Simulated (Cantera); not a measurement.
Cantera run:

```python
import numpy as np
import cantera as ct

gas_names = """
    H HI HO2 H2 H2O H2O2 I I2 O OH O2 O3
""".split()
cond_names = """
    H2O(s) H2O(L) I2(cr) I2(L)
""".split()


# ... load() reads the species with a 1 bar reference pressure and builds the phases ...
atoms = {
    'HI': {'H': 1, 'I': 1},
    'H2O': {'H': 2, 'O': 1},
    'H2': {'H': 2},
}
top_T = {}  # K; cautious upper limits of use, not melting points


# ... equilibrate(T, P, feed) seeds the gas with the atoms and calls Mixture.equilibrate('TP', solver="vcs", rtol=1e-11, max_steps=5000) ...
results = []
feed = {'HI': 1, 'H2O': 0.063, 'H2': 0.077}  # mol
T = 2125  # K
P = 820  # Pa
mix = equilibrate(T, P, feed)
results.append((T, P, feed, dict(zip(mix.species_names, mix.species_moles))))
x = sorted(zip(gas.X, gas.species_names), reverse=True)
print(f"T = {T:g} K  P = {P:g} Pa  gas = {mix.phase_moles(0):.4g} mol")
print("   x: " + "  ".join(f"{s} {v:.3e}" for v, s in x if v > 1e-05))
print("   condensed (mol): " + ("  ".join(f"{mix.phase(i).name} {mix.phase_moles(i):.4g}"
      for i in range(1, mix.n_phases) if mix.phase_moles(i) > 1e-12) or "none"))
```

Result:

```
T = 2125 K  P = 820 Pa  gas = 1.648 mol
   x: I 5.930e-01  H2 3.319e-01  H2O 3.788e-02  H 2.310e-02  HI 1.374e-02  OH 3.272e-04  I2 4.801e-05  O 1.614e-05
   condensed (mol): none
```

Method: chemical equilibrium by Gibbs-energy minimisation in Cantera with the NASA 1993 tables (ideal gas, pure condensed phases).
